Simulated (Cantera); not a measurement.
A perfectly stirred reactor is fed with 2.41 % CH₄, 2.89 % C₂H₆, 19.9 % O₂, 74.8 % N₂, at 4500 Torr; it is adiabatic with a 600 K inlet, and is followed from long to short residence time, starting on the burning branch (τ in s: 0.063, 0.034, 0.018, 0.01, 0.0055, 0.003, 0.0016, 0.00088, 0.00048, 0.00026, 0.00014, 7.7e-05, 4.2e-05).

Model: GRI-Mech 3.0 (53 species, 325 reactions), integrated in Cantera.

Q: Predict: blow-out, bracketed by the residence times tried; x(CH₄) at τ = 63.0 ms; x(C₂H₆) at τ = 63.0 ms; x(O₂) at τ = 63.0 ms; x(H₂O₂) at τ = 63.0 ms; x(NO) at τ = 63.0 ms; x(CH₄) at τ = 1.60 ms; x(C₂H₆) at τ = 1.60 ms; x(O₂) at τ = 1.60 ms; x(H₂O₂) at τ = 1.60 ms; x(NO) at τ = 1.60 ms.

A: 
* **blow-out, bracketed by the residence times tried**: burning at 42.0 µs, the shortest tried
* **x(CH₄) at τ = 63.0 ms**: 5.66e-7
* **x(C₂H₆) at τ = 63.0 ms**: 8.43e-8
* **x(O₂) at τ = 63.0 ms**: 0.0482
* **x(H₂O₂) at τ = 63.0 ms**: 2.23e-7
* **x(NO) at τ = 63.0 ms**: 0.00142
* **x(CH₄) at τ = 1.60 ms**: 1.20e-5
* **x(C₂H₆) at τ = 1.60 ms**: 2.52e-6
* **x(O₂) at τ = 1.60 ms**: 0.0496
* **x(H₂O₂) at τ = 1.60 ms**: 3.31e-7
* **x(NO) at τ = 1.60 ms**: 0.000147
